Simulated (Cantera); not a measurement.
A perfectly stirred reactor is fed with CH4 : O2 : N2 : H2O = 1 : 2.47 : 9.28 : 2.6 (molar parts), at 6.90 bar; it is adiabatic with a 450 K inlet, and is followed from long to short residence time, starting on the burning branch (τ in s: 0.31, 0.12, 0.043, 0.016, 0.0058, 0.0021, 0.00078, 0.00029, 0.00011, 3.9e-05).

Cantera simulation using GRI-Mech 3.0 (53 species, 325 reactions); the numbers are that mechanism's predictions, not measurements.

x: mole fraction; the columns are a selection and need not sum to one.

```json
[
 {"τ (s)": "0.31", "T (K)": "1839", "x CH4": "1.83e-6", "x O2": "0.0305", "x H2O": "0.299", "x CH2CO": "8.97e-11", "x CO": "…", "x H": "1.69e-6"},
 {"τ (s)": "0.12", "T (K)": "1839", "x CH4": "4.37e-6", "x O2": "0.0305", "x H2O": "0.299", "x CH2CO": "4.65e-10", "x CO": "…", "x H": "2.23e-6"},
 {"τ (s)": "0.043", "T (K)": "1837", "x CH4": "1.04e-5", "x O2": "0.0306", "x H2O": "0.299", "x CH2CO": "2.55e-9", "x CO": "…", "x H": "3.71e-6"},
 {"τ (s)": "0.016", "T (K)": "1835", "x CH4": "2.22e-5", "x O2": "0.0307", "x H2O": "0.299", "x CH2CO": "1.15e-8", "x CO": "…", "x H": "7.37e-6"},
 {"τ (s)": "0.0058", "T (K)": "1830", "x CH4": "4.62e-5", "x O2": "0.0310", "x H2O": "0.298", "x CH2CO": "4.74e-8", "x CO": "…", "x H": "1.66e-5"},
 {"τ (s)": "0.0021", "T (K)": "1820", "x CH4": "9.73e-5", "x O2": "0.0316", "x H2O": "0.298", "x CH2CO": "1.86e-7", "x CO": "…", "x H": "3.87e-5"},
 {"τ (s)": "0.00078", "T (K)": "1799", "x CH4": "0.000217", "x O2": "0.0330", "x H2O": "0.296", "x CH2CO": "7.47e-7", "x CO": "…", "x H": "8.57e-5"},
 {"τ (s)": "0.00029", "T (K)": "1742", "x CH4": "0.000716", "x O2": "0.0376", "x H2O": "0.293", "x CH2CO": "5.63e-6", "x CO": "…", "x H": "0.000157"},
 {"τ (s)": "0.00011", "T (K)": "450", "x CH4": "0.0651", "x O2": "0.161", "x H2O": "0.169", "x CH2CO": "<1e-12", "x CO": "<1e-12", "x H": "<1e-12"},
 {"τ (s)": "3.9e-5", "T (K)": "450", "x CH4": "0.0651", "x O2": "0.161", "x H2O": "0.169", "x CH2CO": "<1e-12", "x CO": "<1e-12", "x H": "<1e-12"}
]
```

Task: Fill in the missing entries.

Result: 
- 0.31, x CO: 6.76e-5
- 0.12, x CO: 0.000102
- 0.043, x CO: 0.000189
- 0.016, x CO: 0.000373
- 0.0058, x CO: 0.000766
- 0.0021, x CO: 0.00160
- 0.00078, x CO: 0.00338
- 0.00029, x CO: 0.00874
